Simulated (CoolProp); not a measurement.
Properties of water along the isotherm 558.3 K (Tc = 647.1 K, pc = 22.06 MPa, ω = 0.344).

Values from CoolProp's reference Helmholtz-energy equation of state, Wagner 2002.

```csv
p (MPa),phase,cv (kJ/(kg K)),isothermal compressibility (1/MPa),expansivity (1/kK),conductivity (mW/(m K)),Prandtl number,fugacity coefficient
0.174,gas,1.542,5.774,1.824,42.1,0.943,0.9954
0.272,gas,1.550,3.704,1.843,42.3,0.945,0.9928
0.423,gas,1.562,2.392,1.873,42.6,0.949,0.9888
0.658,gas,1.582,1.548,1.922,43.0,0.955,0.9825
1.03,gas,1.616,1.000,2.005,43.8,0.966,0.9726
1.6,gas,1.673,0.6563,2.148,44.9,0.987,0.9573
2.49,gas,1.776,0.4363,2.415,46.9,1.03,0.9332
3.87,gas,1.977,0.2999,2.980,50.5,1.12,0.8954
6.03,gas,2.458,0.2259,4.610,58.3,1.38,0.8343
9.38,liquid,3.071,0.002294,2.621,578,0.850,0.6046
14.6,liquid,3.064,0.002061,2.426,585,0.833,0.3991
22.8,liquid,3.056,0.001788,2.190,596,0.813,0.2665
35.4,liquid,3.047,0.001498,1.931,611,0.791,0.1828
55.2,liquid,3.037,0.001207,1.658,633,0.767,0.1292
```

Viscosity comes from a separate model (Huber 2009). Thermal conductivity comes from a separate model (Huber 2012).
